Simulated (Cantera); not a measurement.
Pyrogenic steam for wet oxidation

A perfectly stirred reactor is fed with 9.71 % H2, 13.7 % O2, 76.6 % N2, equivalence ratio 0.35, at 32000 Pa; it is held at 1025 K, and followed from long to short residence time.

Cantera simulation using the H2/O2 subset of GRI-Mech 3.0, which has no nitrogen chemistry; the numbers are that mechanism's predictions, not measurements. The temperature is held fixed by assumption; the heat of reaction is taken as removed at once.

```json
[
 {"τ (s)": "8.0", "x H2": "0.000131", "x O2": "0.0928", "x HO2": "3.35e-6", "x OH": "1.88e-5", "x H": "4.79e-7"},
 {"τ (s)": "3.0", "x H2": "0.000251", "x O2": "0.0928", "x HO2": "5.54e-6", "x OH": "2.59e-5", "x H": "1.28e-6"},
 {"τ (s)": "1.1", "x H2": "0.000469", "x O2": "0.0929", "x HO2": "8.54e-6", "x OH": "3.72e-5", "x H": "3.47e-6"},
 {"τ (s)": "0.41", "x H2": "0.000832", "x O2": "0.0931", "x HO2": "1.22e-5", "x OH": "5.53e-5", "x H": "9.27e-6"},
 {"τ (s)": "0.15", "x H2": "0.00144", "x O2": "0.0933", "x HO2": "1.63e-5", "x OH": "8.56e-5", "x H": "2.51e-5"},
 {"τ (s)": "0.058", "x H2": "0.00238", "x O2": "0.0937", "x HO2": "2.05e-5", "x OH": "0.000132", "x H": "6.43e-5"},
 {"τ (s)": "0.022", "x H2": "0.00391", "x O2": "0.0943", "x HO2": "2.45e-5", "x OH": "0.000207", "x H": "0.000166"},
 {"τ (s)": "0.0080", "x H2": "0.00650", "x O2": "0.0954", "x HO2": "2.81e-5", "x OH": "0.000332", "x H": "0.000441"},
 {"τ (s)": "0.0030", "x H2": "0.0106", "x O2": "0.0972", "x HO2": "3.08e-5", "x OH": "0.000516", "x H": "0.00110"},
 {"τ (s)": "0.0011", "x H2": "0.0173", "x O2": "0.100", "x HO2": "3.25e-5", "x OH": "0.000778", "x H": "0.00267"},
 {"τ (s)": "0.00042", "x H2": "0.0277", "x O2": "0.105", "x HO2": "3.30e-5", "x OH": "0.00107", "x H": "0.00561"}
]
```
x: mole fraction; the columns are a selection and need not sum to one.
